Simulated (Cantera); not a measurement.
Charge: 1 mol MgCO₃, 0.12 mol SO₂, 1.6 mol O₂, 3.7 mol SO₃, held at 13.3 mbar.

These are equilibrium values from Cantera (NASA tables, ideal gas, pure condensed phases), not measurements of a reactor. Candidate condensed phases: C, Mg, MgCO₃, MgO, MgS, MgSO₄, S; 26 gas species. The numbers say what is thermodynamically allowed, not how fast it happens.

log p: log10 of the partial pressure in bar; n: condensed amount in mol.

```json
[
 {"T (K)": "673", "log p SO₃": "-2.17", "log p SO₂": "-3.72", "log p O₂": "-2.41", "log p CO₂": "-2.61", "log p O": "<-13", "n MgSO₄(s)": "1.00", "n MgO(s)": "0"},
 {"T (K)": "748", "log p SO₃": "-2.23", "log p SO₂": "-3.03", "log p O₂": "-2.38", "log p CO₂": "-2.62", "log p O": "<-13", "n MgSO₄(s)": "1.00", "n MgO(s)": "0"},
 {"T (K)": "823", "log p SO₃": "-2.41", "log p SO₂": "-2.61", "log p O₂": "-2.33", "log p CO₂": "-2.65", "log p O": "-13.80", "n MgSO₄(s)": "1.00", "n MgO(s)": "0"},
 {"T (K)": "898", "log p SO₃": "-2.70", "log p SO₂": "-2.40", "log p O₂": "-2.28", "log p CO₂": "-2.67", "log p O": "-12.44", "n MgSO₄(s)": "1.00", "n MgO(s)": "0"},
 {"T (K)": "973", "log p SO₃": "-3.04", "log p SO₂": "-2.32", "log p O₂": "-2.26", "log p CO₂": "-2.69", "log p O": "-11.30", "n MgSO₄(s)": "1.00", "n MgO(s)": "0"},
 {"T (K)": "1048", "log p SO₃": "-3.38", "log p SO₂": "-2.28", "log p O₂": "-2.24", "log p CO₂": "-2.70", "log p O": "-10.32", "n MgSO₄(s)": "1.00", "n MgO(s)": "0"},
 {"T (K)": "1123", "log p SO₃": "-3.69", "log p SO₂": "-2.27", "log p O₂": "-2.24", "log p CO₂": "-2.70", "log p O": "-9.48", "n MgSO₄(s)": "1.00", "n MgO(s)": "0"},
 {"T (K)": "1198", "log p SO₃": "___", "log p SO₂": "-2.22", "log p O₂": "-2.26", "log p CO₂": "-2.79", "log p O": "___", "n MgSO₄(s)": "0", "n MgO(s)": "1.00"},
 {"T (K)": "1273", "log p SO₃": "-4.17", "log p SO₂": "-2.21", "log p O₂": "-2.26", "log p CO₂": "-2.79", "log p O": "-8.10", "n MgSO₄(s)": "0", "n MgO(s)": "1.00"},
 {"T (K)": "1348", "log p SO₃": "-4.39", "log p SO₂": "-2.21", "log p O₂": "-2.26", "log p CO₂": "-2.79", "log p O": "-7.52", "n MgSO₄(s)": "0", "n MgO(s)": "1.00"},
 {"T (K)": "1423", "log p SO₃": "___", "log p SO₂": "-2.21", "log p O₂": "-2.26", "log p CO₂": "-2.79", "log p O": "___", "n MgSO₄(s)": "0", "n MgO(s)": "1.00"},
 {"T (K)": "1498", "log p SO₃": "-4.76", "log p SO₂": "-2.21", "log p O₂": "-2.26", "log p CO₂": "-2.79", "log p O": "-6.53", "n MgSO₄(s)": "0", "n MgO(s)": "1.00"},
 {"T (K)": "1573", "log p SO₃": "-4.92", "log p SO₂": "-2.21", "log p O₂": "-2.26", "log p CO₂": "-2.79", "log p O": "-6.11", "n MgSO₄(s)": "0", "n MgO(s)": "1.00"},
 {"T (K)": "1648", "log p SO₃": "-5.06", "log p SO₂": "-2.21", "log p O₂": "-2.26", "log p CO₂": "-2.79", "log p O": "-5.72", "n MgSO₄(s)": "0", "n MgO(s)": "1.00"}
]
```

Question: Fill in the missing entries.

Answer: 
- 1198, log p SO₃: -3.93
- 1198, log p O: -8.75
- 1423, log p SO₃: -4.59
- 1423, log p O: -7.00
